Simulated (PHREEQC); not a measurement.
A solution holds 0.011 mol KH2PO4, 0.0007 mol NaOH and 9.1e-05 mol KCl per kg of water, at 20 °C. Closed to the air; pH follows from the charge balance.

The numbers come from PHREEQC with the ion-association model, phreeqc.dat.

No solid was allowed to form.

Q: Predict the pH, specific conductance.

A: pH 5.90; specific conductance 1030 µS/cm.

Q: In which forms is P present?

A: H2PO4- 94 %, HPO4-2 6.3 % of the P.
